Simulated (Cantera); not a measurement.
# Thermodynamics of boron, boron nitride and boron oxide, feed BF₃ + H₂ + N₂

Charge: 1 mol BF₃, 3.3 mol H₂, 1.8 mol N₂, held at 1000 K and 750 Torr.

Equilibrium computed with Cantera from the NASA thermochemical tables; the gas is ideal and each condensed phase is pure. Candidate condensed phases: B, BN; 31 gas species. N₂ is the only nitrogen source here; it is nearly inert below about 1500 K, so the nitride shown seldom forms there in practice. Rates play no part.

```yaml
x(H₂): 0.534
x(N₂): 0.293
x(BF₃): 0.159
x(HF): 0.0139
x(NH₃): 0.000123
x(BHF₂): 3.38e-5
n(BN(s)): 0.0282 mol
gas_amount: 6.099 mol
log10 activity of B(s) (absent): -8.23
```
